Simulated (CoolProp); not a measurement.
Vapour-liquid equilibrium of R113 (1) + acetone (2) at 1530 kPa; x and y are mole fractions of (1).

Computed with CoolProp (multi-fluid Helmholtz-energy mixture model, Marx 1992 and Lemmon 2006; pair parameters Bell 2016).

```json
[
 {"x": "0.05", "bubble temperature, mixture model (K)": "436.6", "bubble temperature, Raoult's law (K)": "438.5", "y, mixture model": "…", "y, Raoult's law": "0.052"},
 {"x": "0.2", "bubble temperature, mixture model (K)": "432.2", "bubble temperature, Raoult's law (K)": "438.1", "y, mixture model": "…", "y, Raoult's law": "0.207"},
 {"x": "0.35", "bubble temperature, mixture model (K)": "429.6", "bubble temperature, Raoult's law (K)": "437.7", "y, mixture model": "0.391", "y, Raoult's law": "0.360"},
 {"x": "0.5", "bubble temperature, mixture model (K)": "428.5", "bubble temperature, Raoult's law (K)": "437.4", "y, mixture model": "…", "y, Raoult's law": "0.511"},
 {"x": "0.65", "bubble temperature, mixture model (K)": "428.6", "bubble temperature, Raoult's law (K)": "437.0", "y, mixture model": "0.632", "y, Raoult's law": "0.660"},
 {"x": "0.8", "bubble temperature, mixture model (K)": "430.2", "bubble temperature, Raoult's law (K)": "436.6", "y, mixture model": "0.763", "y, Raoult's law": "0.807"},
 {"x": "0.95", "bubble temperature, mixture model (K)": "434.1", "bubble temperature, Raoult's law (K)": "436.2", "y, mixture model": "0.930", "y, Raoult's law": "0.952"}
]
```

Q: Some entries are withheld; supply them.

A: 
- 0.05, y, mixture model: 0.073
- 0.2, y, mixture model: 0.251
- 0.5, y, mixture model: 0.513

The largest gap from Raoult's law is -8.9 K in bubble temperature, at x = 0.5. y crosses x between x = 0.5 and 0.65: the model has an azeotrope there.

The pair parameters rest on a limited set of measurements; away from them the model extrapolates.
